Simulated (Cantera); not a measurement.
Cantera run:

```python
import numpy as np
import cantera as ct

gas_names = """
    Cr CrN CrO CrO2 CrO3 H HNO HNO2 HNO3 HO2 H2 H2O H2O2 N NH NH2 NH3 NH2OH NO NO2 NO3 N2 N2H2 N2H4 N2O
    O OH O2 O3
""".split()
cond_names = """
    Cr(cr) Cr(L) CrN(s) Cr2N(s) Cr2O3(s) Cr2O3(L) H2O(s) H2O(L)
""".split()


# ... load() reads the species with a 1 bar reference pressure and builds the phases ...
atoms = {
    'Cr': {'Cr': 1},
    'H2O': {'H': 2, 'O': 1},
    'N2': {'N': 2},
}
top_T = {'CrN(s)': 1900, 'Cr2N(s)': 1900}  # K; cautious upper limits of use, not melting points


# ... equilibrate(T, P, feed) seeds the gas with the atoms and calls Mixture.equilibrate('TP', solver="vcs", rtol=1e-11, max_steps=5000) ...
results = []
feed = {'Cr': 1, 'H2O': 24, 'N2': 2.7}  # mol
P = 190000  # Pa
for T in [1275, 1475, 1675, 1875, 2075, 2275, 2475, 2675]:
    mix = equilibrate(T, P, feed)
    results.append((T, P, feed, dict(zip(mix.species_names, mix.species_moles))))

top = {s: max(r[3][s] / sum(r[3][g] for g in gas_names) for r in results) for s in gas_names}
cols = sorted((s for s in top if top[s] > 1e-05), key=lambda s: -top[s])[:5]
seen = [c for c in cond_names if any(r[3].get(c, 0) > 1e-12 for r in results)]
print("log10 of partial pressures in bar; condensed amounts in mol")
print(f"{'T/K':>10s}" + "".join(f"{s[:9]:>10s}" for s in cols + seen))
for T, P, feed, n in results:
    ng = sum(n[g] for g in gas_names)
    print(f"{T:10.4g}" + "".join(f"{np.log10(max(n[s] / ng * P / 1e5, 1e-99)):10.3f}" for s in cols)
          + "".join(f"{n.get(c, 0):10.4g}" for c in seen))
```

Output:

```
log10 of partial pressures in bar; condensed amounts in mol
       T/K       H2O        N2        H2        OH         H  Cr2O3(s)  Cr2O3(L)
      1275     0.204    -0.716    -0.972    -7.376    -6.618       0.5         0
      1475     0.204    -0.716    -0.972    -5.778    -5.373       0.5         0
      1675     0.204    -0.716    -0.972    -4.560    -4.421       0.5         0
      1875     0.204    -0.716    -0.972    -3.601    -3.669       0.5         0
      2075     0.204    -0.717    -0.970    -2.828    -3.059    0.4999         0
      2275     0.201    -0.718    -0.958    -2.199    -2.550    0.4988         0
      2475     0.191    -0.723    -0.909    -1.699    -2.102    0.4864         0
      2675     0.163    -0.737    -0.804    -1.324    -1.689         0     0.403
```

Cantera equilibrium calculation (NASA polynomials, part measured and part estimated; ideal gas, pure solids and liquids). Gases not in the tables: CrO2(OH)2.
